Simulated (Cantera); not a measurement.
Feed: 1 mol Si, 2.3 mol NF3, at 240 Pa.

Equilibrium computed with Cantera from the NASA thermochemical tables; the gas is ideal and each condensed phase is pure. Candidate condensed phases: Si, Si3N4; 16 gas species. The numbers say what is thermodynamically allowed, not how fast it happens. All values below are at 850 K.

Base state: N2 0.290, F2 0.273, SiF4 0.253, F 0.183, NF3 0.00118 (mole fractions); condensed: gas only.

Q: What changes in the equilibrium state with this change: pressure from 240 Pa to 100000 Pa?

A: 
```
species   before    after
-------  -------  -------
SiF4       0.253    0.337
N2         0.290    0.279
NF3      0.00118    0.217
F          0.183  0.00686
F2         0.273    0.160
```

Q: What changes in the equilibrium state with this change: pressure from 240 Pa to 13300 Pa?

A: 
| species | before | after |
|---|---|---|
| N2 | 0.290 | 0.301 |
| F2 | 0.273 | 0.300 |
| SiF4 | 0.253 | 0.296 |
| F | 0.183 | 0.0257 |
| NF3 | 0.00118 | 0.0770 |
